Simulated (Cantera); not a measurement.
Feed: 1 mol PbO, 1.9 mol CO, held at 2250 K and 750 Torr.

Method: chemical equilibrium by Gibbs-energy minimisation in Cantera with the NASA 1993 tables (ideal gas, pure condensed phases). Candidate condensed phases: C, Pb, PbO, PbO₂, Pb₃O₄; 15 gas species. Gases not in the tables: (PbO)n polymers. Kinetics and transport are ignored.

Base state: CO 0.329, CO₂ 0.327, Pb 0.326, PbO 0.0181, Pb₂ 0.000333, O₂ 7.02e-5, O 3.09e-5 (mole fractions); condensed: gas only.

### Question
What changes in the equilibrium state with this change: pressure from 750 Torr to 1.13 Torr?

### Answer
```csv
species,before,after
CO,0.329,0.372
Pb,0.326,0.319
CO₂,0.327,0.259
O₂,7.02e-5,0.0230
O,3.09e-5,0.0145
PbO,0.0181,0.0125
Pb₂,0.000333,4.80e-7
```
